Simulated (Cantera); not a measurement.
A perfectly stirred reactor is fed with CH4 : H2 : N2 = 0.014 : 1 : 0.0018 (molar parts), at 0.132 atm; it is held at 1973 K, and followed from long to short residence time.

Detailed kinetics in Cantera: GRI-Mech 3.0 (53 species, 325 reactions). GRI-Mech 3.0 stops at C3 and has no aromatics, soot or wall deposition, so with more carbon than oxygen in the feed, carbon stays in small species such as C2H2 where larger ones or solid carbon would form.

Question: What does this change do: pressure from 0.132 atm to 0.0197 atm?

Answer: 
| quantity | before | after |
|---|---|---|
| x(CH4) at τ = 3.80 s | 0.000726 | 0.000710 |
| x(H2) at τ = 3.80 s | 0.987 | 0.983 |
| x(H) at τ = 3.80 s | 0.00367 | 0.00852 |
| x(CH3) at τ = 3.80 s | 5.33e-5 | 0.000122 |
| x(C2H4) at τ = 3.80 s | 6.68e-6 | 1.28e-6 |
| x(CH4) at τ = 58.0 ms | 0.00496 | 0.00729 |
| x(H2) at τ = 58.0 ms | 0.985 | 0.982 |
| x(H) at τ = 58.0 ms | 0.00341 | 0.00497 |
| x(CH3) at τ = 58.0 ms | 0.000339 | 0.000728 |
| x(C2H4) at τ = 58.0 ms | 9.15e-6 | 1.39e-5 |
Radical loss at walls, strong at low pressure, is not modelled.
